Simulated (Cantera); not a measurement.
## Equilibrium for tantalum, niobium, vanadium and zirconium in process gases: V + H2O + H2

Feed: 1 mol V, 0.065 mol H2O, 140 mol H2, equilibrated at 1.80 bar.

These are equilibrium values from Cantera (NASA tables, ideal gas, pure condensed phases), not measurements of a reactor. Candidate condensed phases: H2O, V, VO, V2O3, V2O4, V2O5; 12 gas species. Mutual solubility and eutectic melting of coexisting phases are not modelled. VO: taken at fixed stoichiometry. Condensed phases not in the tables: N, O or C dissolved in the metal. The numbers say what is thermodynamically allowed, not how fast it happens.

```csv
T (K),x H2,x H,x V,x H2O,n V(s),n VO(s),n V(l)
1875,0.999,0.000488,1.70e-7,0.000178,0.960,0.0401,0
1950,0.999,0.000854,5.89e-7,0.000264,0.972,0.0280,0
2025,0.998,0.00143,1.86e-6,0.000378,0.988,0.0117,0
2100,0.997,0.00232,5.40e-6,0.000459,0.999,0,0
2175,0.996,0.00363,1.45e-5,0.000454,0.997,0,0
2250,0.994,0.00552,3.52e-5,0.000446,0,0,0.993
2325,0.991,0.00816,7.99e-5,0.000434,0,0,0.985
2400,0.988,0.0118,0.000172,0.000416,0,0,0.970
2475,0.983,0.0166,0.000351,0.000392,0,0,0.941
2550,0.976,0.0230,0.000688,0.000360,0,0,0.889
```
x: gas mole fraction; n: condensed amount in mol.

From 1875 K to 2025 K the condensed part is V(s) + VO(s). From 2100 K to 2175 K the condensed part is V(s). From 2250 K to 2550 K the condensed part is V(l). The main V-bearing gas is V throughout.
